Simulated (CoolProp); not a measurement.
Chlorine along the isotherm 224.8 K: density (kg/m³) from the reference equation and from simpler models built on Tc = 416.9 K, pc = 7642 kPa, ω = 0.070; each cubic takes its own stable root.

Model: reference Helmholtz-energy equation of state, Thol 2021, in CoolProp.

```json
[
 {"p (kPa)": "882", "phase": "liquid", "reference": "1604"},
 {"p (kPa)": "1760", "phase": "liquid", "reference": "1606"},
 {"p (kPa)": "2650", "phase": "liquid", "reference": "1607"},
 {"p (kPa)": "3530", "phase": "liquid", "reference": "1608"},
 {"p (kPa)": "4410", "phase": "liquid", "reference": "1609"},
 {"p (kPa)": "5290", "phase": "liquid", "reference": "1611"},
 {"p (kPa)": "6170", "phase": "liquid", "reference": "1612"},
 {"p (kPa)": "7050", "phase": "liquid", "reference": "1613"},
 {"p (kPa)": "7940", "phase": "liquid", "reference": "1614"},
 {"p (kPa)": "8820", "phase": "liquid", "reference": "1616"},
 {"p (kPa)": "9700", "phase": "liquid", "reference": "1617"},
 {"p (kPa)": "10600", "phase": "liquid", "reference": "1618"},
 {"p (kPa)": "11500", "phase": "liquid", "reference": "1619"}
]
```

### Question
How far does each simpler model (van der Waals, Peng-Robinson) lie from the reference over these 13 states: mean and median of the absolute difference, and the worst?

### Answer
- van der Waals: mean 37.0 %, median 37.0 %, worst -37.5 % at 224.8 K and 882 kPa
- Peng-Robinson: mean 3.9 %, median 3.9 %, worst +3.9 % at 224.8 K and 10600 kPa
